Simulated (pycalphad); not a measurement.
CALPHAD calculation (pycalphad, COST 507 light-alloy database (1999)), 1 atm. The database dates from 1999; later assessments differ in places, in temperatures and in the compounds included. Amounts are mole fractions of atoms. Diffusion is slow at the low end, where real alloys seldom reach equilibrium.

Give the equilibrium state of Si-17.01C (wt.%) at 675 K.

CSI, fraction 0.648, with 30.0 C wt.%; diamond (Si), fraction 0.352, with <0.01 C wt.%.

Give the equilibrium state of Si-17.01C (wt.%) at 2325 K.

CSI, fraction 0.645, with 30.0 C wt.%; liquid, fraction 0.355, with 0.20 C wt.%.

Database names, with the compositions (at.%) that they take in these runs: CSI: Si 50 C 50.
